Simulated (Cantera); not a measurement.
Input (Python, Cantera):

```python
import numpy as np
import cantera as ct

gas = ct.Solution("gri30.yaml", transport_model="multicomponent")
show = ['NO', 'N2', 'H2']

rows = []
print(f"{'T/K':>7s}{'rho':>11s}{'cp':>10s}{'mu':>11s}{'lambda':>11s}{'Pr':>7s}" + "".join(f"{'D_' + s:>11s}" for s in show))
for T in [400, 500, 600, 700, 800, 900, 1000, 1100]:
    gas.TPX = T, 19000, {'C2H4': 0.39, 'H2O': 0.69}
    Pr = gas.cp_mass * gas.viscosity / gas.thermal_conductivity
    D = [gas.mix_diff_coeffs_mole[gas.species_index(s)] for s in show]
    rows.append([gas.density, gas.cp_mass, gas.viscosity, gas.thermal_conductivity, Pr, *D])
    print(f"{T:7g}{gas.density:11.4e}{gas.cp_mass:10.1f}{gas.viscosity:11.4e}"
          f"{gas.thermal_conductivity:11.4e}{Pr:7.3f}" + "".join(f"{d:11.4e}" for d in D))
print("SI units: kg/m3, J/kg/K, Pa s, W/m/K, m2/s")
```

It prints:

```
    T/K        rho        cp         mu     lambda     Pr       D_NO       D_N2       D_H2
    400 1.2363e-01    1890.2 1.3759e-05 3.6851e-02  0.706 1.7889e-04 1.8157e-04 6.7339e-04
    500 9.8903e-02    2078.9 1.7187e-05 5.0245e-02  0.711 2.6950e-04 2.7354e-04 9.9714e-04
    600 8.2419e-02    2256.1 2.0516e-05 6.4553e-02  0.717 3.7403e-04 3.7964e-04 1.3675e-03
    700 7.0645e-02    2411.1 2.3739e-05 7.9227e-02  0.722 4.9138e-04 4.9875e-04 1.7811e-03
    800 6.1815e-02    2543.6 2.6855e-05 9.3948e-02  0.727 6.2071e-04 6.3002e-04 2.2355e-03
    900 5.4946e-02    2663.2 2.9869e-05 1.0878e-01  0.731 7.6132e-04 7.7275e-04 2.7286e-03
   1000 4.9452e-02    2789.4 3.2786e-05 1.2433e-01  0.736 9.1269e-04 9.2639e-04 3.2588e-03
   1100 4.4956e-02    2895.6 3.5612e-05 1.3957e-01  0.739 1.0743e-03 1.0905e-03 3.8246e-03
SI units: kg/m3, J/kg/K, Pa s, W/m/K, m2/s
```

Model: GRI-Mech 3.0 (53 species, 325 reactions), integrated in Cantera. Polar gases are described roughly by these parameters. The composition is frozen, though it would react at the higher temperatures.
